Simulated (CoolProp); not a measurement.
Vapour-liquid equilibrium of n-hexane (1) + n-decane (2) at 442.4 K; x and y are mole fractions of (1).

Computed with CoolProp (multi-fluid Helmholtz-energy mixture model, Thol 2019 and Lemmon 2006; pair parameters Kunz 2012).

| x | bubble pressure, mixture model (bar) | bubble pressure, Raoult's law (bar) | y, mixture model | y, Raoult's law |
|---|---|---|---|---|
| 0.05 | 1.273 | 1.389 | 0.317 | 0.389 |
| 0.125 | 1.862 | 2.131 | 0.555 | 0.633 |
| 0.2 | 2.475 | 2.873 | 0.684 | 0.751 |
| 0.275 | 3.114 | 3.615 | 0.764 | 0.821 |
| 0.35 | 3.779 | 4.357 | 0.820 | 0.867 |
| 0.425 | 4.472 | 5.099 | 0.860 | 0.899 |
| 0.5 | 5.191 | 5.842 | 0.891 | 0.923 |
| 0.575 | 5.939 | 6.584 | 0.916 | 0.942 |
| 0.65 | 6.714 | 7.326 | 0.936 | 0.957 |
| 0.725 | 7.519 | 8.068 | 0.953 | 0.970 |
| 0.8 | 8.356 | 8.810 | 0.968 | 0.980 |
| 0.875 | 9.229 | 9.552 | 0.981 | 0.988 |
| 0.95 | 10.15 | 10.29 | 0.992 | 0.996 |

The largest gap from Raoult's law is -13.9 % in bubble pressure, at x = 0.275. No azeotrope shows between x = 0.05 and 0.95.

The pair parameters rest on a limited set of measurements; away from them the model extrapolates.
